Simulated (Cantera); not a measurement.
Feed: 1 mol CaF₂, 1.7 mol H₂, 0.31 mol N₂, 0.00076 mol H₂O, held at 0.0133 bar.

These are equilibrium values from Cantera (NASA tables, ideal gas, pure condensed phases), not measurements of a reactor. Candidate condensed phases: Ca, CaF₂, CaO, Ca(OH)₂, H₂O; 47 gas species. Mutual solubility and eutectic melting of coexisting phases are not modelled. Equilibrium is a limit: real reactors are often held back by kinetics, nucleation or transport.

x: gas mole fraction; n: condensed amount in mol.

```tsv
T (°C)	x H₂	x CaF₂	x N₂	x HF	x CaF	x H	x Ca	n CaF₂(s)	n CaO(s)	n CaF₂(l)
950	0.845	9.65e-8	0.154	0.000189	3.65e-10	2.39e-6	2.33e-11	1.000	0.000190	0
1025	0.845	1.02e-6	0.154	0.000351	7.91e-9	8.53e-6	7.43e-10	1.000	0.000353	0
1100	0.845	8.19e-6	0.154	0.000527	1.39e-7	2.65e-5	2.12e-8	0.999	0.000530	0
1175	0.845	[?]	0.154	[?]	[?]	[?]	[?]	0.999	[?]	0
1250	0.845	0.000265	0.154	0.000755	2.37e-5	0.000184	1.15e-5	0.999	0.000713	0
1325	0.843	0.00114	0.154	0.00110	0.000167	0.000423	0.000107	0.996	0.000722	0
1400	0.838	[?]	0.153	[?]	[?]	[?]	[?]	0.989	0.000696	0
1475	0.826	0.0129	0.151	0.00458	0.00204	0.00180	0.000967	0	0.000619	0.967
1550	0.798	0.0350	0.147	0.00937	0.00512	0.00335	0.00192	0	0.000433	0.911
1625	0.737	0.0867	0.137	0.0182	0.0115	0.00581	0.00336	0	4.78e-6	0.770
1700	0.614	0.199	0.116	0.0334	0.0231	0.00916	0.00514	0	0	0.392
1775	0.516	0.280	0.0997	0.0486	0.0344	0.0139	0.00713	0	0	0
1850	0.500	0.267	0.0987	0.0611	0.0416	0.0220	0.00973	0	0	0
1925	0.480	0.252	0.0974	0.0749	0.0491	0.0334	0.0129	0	0	0
```

Q: Some entries are withheld; supply them.

A: 
- 1400, x CaF₂: 0.00423
- 1400, x HF: 0.00218
- 1400, x CaF: 0.000687
- 1400, x H: 0.000903
- 1400, x Ca: 0.000401
- 1175, x CaF₂: 5.18e-5
- 1175, x HF: 0.000655
- 1175, x CaF: 2.05e-6
- 1175, x H: 7.34e-5
- 1175, x Ca: 5.59e-7
- 1175, n CaO(s): 0.000656
